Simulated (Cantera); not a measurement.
A perfectly stirred reactor is fed with CH₄ : O₂ : N₂ = 1 : 2.53 : 9.52 (molar parts), equivalence ratio 0.79, at 1000000 Pa; it is adiabatic with a 550 K inlet, and is followed from long to short residence time, starting on the burning branch (τ in s: 0.091, 0.035, 0.013, 0.005, 0.0019, 0.00073, 0.00028, 0.00011, 4e-05, 1.5e-05, 5.9e-06).

Detailed kinetics in Cantera: GRI-Mech 3.0 (53 species, 325 reactions).

Question: Predict: blow-out, bracketed by the residence times tried; x(CH₄) at τ = 91.0 ms; x(O₂) at τ = 91.0 ms; x(CH₂) at τ = 91.0 ms; x(OH) at τ = 91.0 ms; x(CO) at τ = 91.0 ms; x(CH₄) at τ = 0.730 ms; x(O₂) at τ = 0.730 ms; x(CH₂) at τ = 0.730 ms; x(OH) at τ = 0.730 ms; x(CO) at τ = 0.730 ms.

Answer: blow-out, bracketed by the residence times tried: burning at 40.0 µs, out at 15.0 µs
x(CH₄) at τ = 91.0 ms: 7.87e-7
x(O₂) at τ = 91.0 ms: 0.0395
x(CH₂) at τ = 91.0 ms: 1.06e-8
x(OH) at τ = 91.0 ms: 0.00202
x(CO) at τ = 91.0 ms: 0.000619
x(CH₄) at τ = 0.730 ms: 5.80e-5
x(O₂) at τ = 0.730 ms: 0.0415
x(CH₂) at τ = 0.730 ms: 1.04e-6
x(OH) at τ = 0.730 ms: 0.00299
x(CO) at τ = 0.730 ms: 0.00276
